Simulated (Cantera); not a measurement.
A perfectly stirred reactor is fed with CO : O2 : H2O : N2 = 0.0015 : 0.034 : 0.00066 : 1 (molar parts), at 3750 Torr; it is held at 1250 K, and followed from long to short residence time.

Detailed kinetics in Cantera: GRI-Mech 3.0 (53 species, 325 reactions).

### Question
What does this change do: temperature 1250 to 973 K?

### Answer
```tsv
quantity	before	after
x(CO) at τ = 2.70 s	3.59e-5	0.00134
x(O2) at τ = 2.70 s	0.0321	0.0328
x(H2O) at τ = 2.70 s	0.000637	0.000637
x(CO2) at τ = 2.70 s	0.00141	0.000105
x(NO) at τ = 2.70 s	2.79e-7	<1e-12
x(CO) at τ = 38.0 ms	0.000706	0.00145
x(O2) at τ = 38.0 ms	0.0325	0.0328
x(H2O) at τ = 38.0 ms	0.000635	0.000637
x(CO2) at τ = 38.0 ms	0.000742	2.74e-8
x(NO) at τ = 38.0 ms	4.89e-8	<1e-12
```

### Question
What does this change do: temperature 1250 to 1100 K?

### Answer
| quantity | before | after |
|---|---|---|
| x(CO) at τ = 2.70 s | 3.59e-5 | 0.000515 |
| x(O2) at τ = 2.70 s | 0.0321 | 0.0324 |
| x(H2O) at τ = 2.70 s | 0.000637 | 0.000637 |
| x(CO2) at τ = 2.70 s | 0.00141 | 0.000934 |
| x(NO) at τ = 2.70 s | 2.79e-7 | 4.46e-9 |
| x(CO) at τ = 38.0 ms | 0.000706 | 0.00141 |
| x(O2) at τ = 38.0 ms | 0.0325 | 0.0328 |
| x(H2O) at τ = 38.0 ms | 0.000635 | 0.000637 |
| x(CO2) at τ = 38.0 ms | 0.000742 | 3.35e-5 |
| x(NO) at τ = 38.0 ms | 4.89e-8 | 5.25e-12 |
